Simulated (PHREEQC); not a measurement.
Make-up at 20 °C: 12 mmol/kgw ZnSO4, 8.7 mmol/kgw KCl and 0.18 mmol/kgw H2SO4. Closed to the air; pH follows from the charge balance.

Model: ion-association model, phreeqc.dat, run in PHREEQC.

| quantity | before | after |
|---|---|---|
| pH | 3.64 | 3.49 |
| ionic strength (mol/kgw) | 0.0416 | 0.00922 |
| SO4-2 (mol/kgw) | 0.00792 | 0.000170 |
| KSO4- (mol/kgw) | 0.000208 | 6.42e-6 |
| HSO4- (mol/kgw) | 9.34e-5 | 3.63e-6 |
| SI of Sylvite (KCl) | -5.18 | -5.08 |

Problem. Name the change that produced these shifts.
A) H2SO4 replaced by MnSO4 at the same molality
B) ZnSO4 left out
C) KCl from 0.0087 to 0.00957 mol/kgw
D) ZnSO4 from 0.012 to 0.0132 mol/kgw
E) H2SO4 from 0.00018 to 0.00027 mol/kgw

Solution. B, ZnSO4 left out

No solid was allowed to form.
